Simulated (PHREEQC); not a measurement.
Consider water at 75 °C with 65 mmol/kgw Pb(NO3)2 and 3.8 mmol/kgw ZnCl2. Closed to the air; pH follows from the charge balance.

All values are PHREEQC results (ion-association model, phreeqc.dat), not measurements.

Each row changes one thing in this solution. This is a speciation only: nothing precipitates in the calculation.

```csv
case,pH,ionic strength (mol/kgw),NO3- (mol/kgw),Pb+2 (mol/kgw),PbNO3+ (mol/kgw),PbCl+ (mol/kgw),SI of Pb(OH)2 (Pb(OH)2)
as made,4.48,0.160,0.111,0.0418,0.0188,0.00433,+0.36
diluted 5-fold with water,4.89,0.0367,0.0243,0.0107,0.00174,0.000545,+0.80
ZnCl2 from 0.0038 to 0.00342 mol/kgw,4.48,0.160,0.111,0.0421,0.0189,0.00391,+0.36
Pb(NO3)2 from 0.065 to 0.0585 mol/kgw,4.51,0.146,0.101,0.0382,0.0161,0.00421,+0.40
```

Some of these states are supersaturated (in Pb(OH)2, for instance). Away from 25 °C the constants follow the database's enthalpies or fits; those with neither stay at their 25 °C values.
